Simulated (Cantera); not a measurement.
Input: 1 mol Ta(OEt)5, 2 mol H2O, 12 mol H2, at 1775 °C and 0.130 Pa.

These are equilibrium values from Cantera (NASA tables, ideal gas, pure condensed phases), not measurements of a reactor. Candidate condensed phases: C, C6H6, C7H8, C8H18, H2O, Ta, TaC, Ta2O5; 113 gas species. The feed counts by its element totals alone. TaC: taken at fixed stoichiometry. Condensed phases not in the tables: Ta2C. Kinetics and transport are ignored.

Base state: H 0.729, H2 0.138, CO 0.133, C2H2 (acetylene) 0.000144, C3 6.76e-5, C 6.43e-5, C2H 1.68e-5 (mole fractions); condensed: C(graphite) + TaC(s).

**Question.** What changes in the equilibrium state with this change: Ta(OEt)5 replaced by Ta?

**Answer.** 
```
species           before    after
----------------  ------  -------
H                  0.729    0.794
H2                 0.138    0.163
TaO2               <1e-9   0.0371
CO                 0.133        0
TaO                <1e-9  0.00297
O                  <1e-9  0.00162
C(graphite), mol    1.97        0
TaC(s), mol         1.00        0
```

**Question.** What changes in the equilibrium state with this change: temperature from 1775 °C to 2052 °C?

**Answer.** 
```json
[
 {"species": "H", "before": "0.729", "after": "0.860"},
 {"species": "CO", "before": "0.133", "after": "0.116"},
 {"species": "H2", "before": "0.138", "after": "0.00795"},
 {"species": "C2", "before": "5.76e-6", "after": "0.000969"},
 {"species": "C3", "before": "6.76e-5", "after": "0.00793"},
 {"species": "C", "before": "6.43e-5", "after": "0.00703"},
 {"species": "C2H2 (acetylene)", "before": "0.000144", "after": "2.08e-5"},
 {"species": "C2H", "before": "1.68e-5", "after": "0.000108"},
 {"species": "C(graphite), mol", "before": "1.97", "after": "0"},
 {"species": "TaC(s), mol", "before": "1.00", "after": "1.000"}
]
```
